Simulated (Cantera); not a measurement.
Charge: 1 mol V₂O₃, 25 mol H₂, held at 0.113 Torr.

Equilibrium computed with Cantera from the NASA thermochemical tables; the gas is ideal and each condensed phase is pure. Candidate condensed phases: H₂O, V, VO, V₂O₃, V₂O₄, V₂O₅; 12 gas species. Mutual solubility and eutectic melting of coexisting phases are not modelled. VO: taken at fixed stoichiometry. Condensed phases not in the tables: the oxides between V₂O₃ and V₂O₅ other than VO₂. Kinetics and transport are ignored.

Problem. What share of the V ends up in condensed phases as a function of T (°C), at 927, 1027, 1127, 1227, 1327, 1427, 1527, 1627, 1727, 1827?

Solution. 
| T (°C) | V condensed (%) | as |
|---|---|---|
| 927 | 100.0 | VO(s) + V₂O₃(s) |
| 1027 | 100.0 | VO(s) + V₂O₃(s) |
| 1127 | 100.0 | VO(s) + V₂O₃(s) |
| 1227 | 100.0 | VO(s) + V₂O₃(s) |
| 1327 | 99.9 | VO(s) + V₂O₃(s) |
| 1427 | 99.5 | VO(s) + V₂O₃(s) |
| 1527 | 95.9 | VO(s) + V₂O₃(s) |
| 1627 | 73.9 | VO(s) + V₂O₃(s) |
| 1727 | 41.6 | VO(s) |
| 1827 | 0.0 | - |
